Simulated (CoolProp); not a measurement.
Sulfur hexafluoride along the isobar 5.63 MPa: fugacity coefficient from the reference equation and from simpler models built on Tc = 45.6 °C, pc = 3.755 MPa, ω = 0.210; each cubic takes its own stable root.

The numbers come from the reference Helmholtz-energy equation of state, Guder 2009 in CoolProp.

```csv
T (°C),phase,reference,van der Waals,Soave-Redlich-Kwong,Peng-Robinson
-2.85,liquid,0.2027,0.3267,0.2092,0.1999
15.15,liquid,0.2973,0.4003,0.3060,0.2922
33.05,liquid,0.4059,0.4752,0.4154,0.3968
50.95,supercritical,0.5203,0.5487,0.5276,0.5043
68.95,supercritical,0.6221,0.6171,0.6246,0.5972
86.85,supercritical,0.6907,0.6735,0.6927,0.6633
104.85,supercritical,0.7417,0.7167,0.7448,0.7145
122.75,supercritical,0.7823,0.7510,0.7868,0.7562
```
